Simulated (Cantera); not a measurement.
A freely propagating, adiabatic, planar premixed flame of CH4 : H2 : O2 : N2 = 1 : 0.064 : 2.9 : 9 (molar parts), equivalence ratio 0.70, unburnt at 650 K and 2.70 bar; unity-Lewis-number transport, grid criteria slope 0.08 and curve 0.16, no radiation.

Model: GRI-Mech 3.0 (53 species, 325 reactions), integrated in Cantera. Unity Lewis numbers drop preferential diffusion, which matters most where H2 and H carry the flame. Burning velocities carry a grid error of a few per cent, more on coarse grids.

x: mole fraction of selected species; z is measured from the peak of heat release.

```json
[
 {"z (mm)": "-0.413", "T (K)": "651", "u (m/s)": "0.987", "x CH4": "0.0771", "x H2": "0.00494", "x O2": "0.224", "x C2H4": "3.04e-7", "x CH2O": "1.96e-6", "x HCO": "<1e-8"},
 {"z (mm)": "-0.275", "T (K)": "657", "u (m/s)": "0.997", "x CH4": "0.0767", "x H2": "0.00498", "x O2": "0.223", "x C2H4": "2.69e-6", "x CH2O": "1.72e-5", "x HCO": "<1e-8"},
 {"z (mm)": "-0.206", "T (K)": "674", "u (m/s)": "1.02", "x CH4": "0.0757", "x H2": "0.00510", "x O2": "0.221", "x C2H4": "9.19e-6", "x CH2O": "5.84e-5", "x HCO": "<1e-8"},
 {"z (mm)": "-0.138", "T (K)": "753", "u (m/s)": "1.14", "x CH4": "0.0710", "x H2": "0.00562", "x O2": "0.214", "x C2H4": "3.94e-5", "x CH2O": "0.000240", "x HCO": "<1e-8"},
 {"z (mm)": "-0.0688", "T (K)": "1094", "u (m/s)": "1.67", "x CH4": "0.0494", "x H2": "0.00803", "x O2": "0.179", "x C2H4": "0.000171", "x CH2O": "0.000879", "x HCO": "1.96e-7"},
 {"z (mm)": "-0.0344", "T (K)": "1446", "u (m/s)": "2.23", "x CH4": "0.0264", "x H2": "0.0105", "x O2": "0.142", "x C2H4": "0.000258", "x CH2O": "0.00109", "x HCO": "6.74e-6"},
 {"z (mm)": "0", "T (K)": "1808", "u (m/s)": "2.81", "x CH4": "___", "x H2": "0.0103", "x O2": "___", "x C2H4": "___", "x CH2O": "___", "x HCO": "___"},
 {"z (mm)": "0.0344", "T (K)": "1960", "u (m/s)": "3.04", "x CH4": "0.000261", "x H2": "0.00610", "x O2": "0.0799", "x C2H4": "4.52e-6", "x CH2O": "6.22e-5", "x HCO": "8.44e-6"},
 {"z (mm)": "0.0688", "T (K)": "2025", "u (m/s)": "3.13", "x CH4": "9.05e-6", "x H2": "0.00476", "x O2": "0.0745", "x C2H4": "9.13e-8", "x CH2O": "2.72e-6", "x HCO": "4.21e-7"},
 {"z (mm)": "0.138", "T (K)": "2104", "u (m/s)": "3.23", "x CH4": "2.27e-8", "x H2": "0.00378", "x O2": "0.0707", "x C2H4": "<1e-8", "x CH2O": "<1e-8", "x HCO": "1.52e-8"},
 {"z (mm)": "0.275", "T (K)": "2182", "u (m/s)": "3.33", "x CH4": "<1e-8", "x H2": "___", "x O2": "0.0683", "x C2H4": "<1e-8", "x CH2O": "<1e-8", "x HCO": "<1e-8"},
 {"z (mm)": "0.551", "T (K)": "2235", "u (m/s)": "3.40", "x CH4": "<1e-8", "x H2": "0.00121", "x O2": "0.0671", "x C2H4": "<1e-8", "x CH2O": "<1e-8", "x HCO": "<1e-8"},
 {"z (mm)": "1.10", "T (K)": "2258", "u (m/s)": "3.43", "x CH4": "<1e-8", "x H2": "0.000738", "x O2": "0.0667", "x C2H4": "<1e-8", "x CH2O": "<1e-8", "x HCO": "<1e-8"}
]
```

Problem. Fill in the missing entries.

Solution. 
- 0, x CH4: 0.00511
- 0, x O2: 0.0995
- 0, x C2H4: 0.000110
- 0, x CH2O: 0.000574
- 0, x HCO: 4.10e-5
- 0.275, x H2: 0.00235
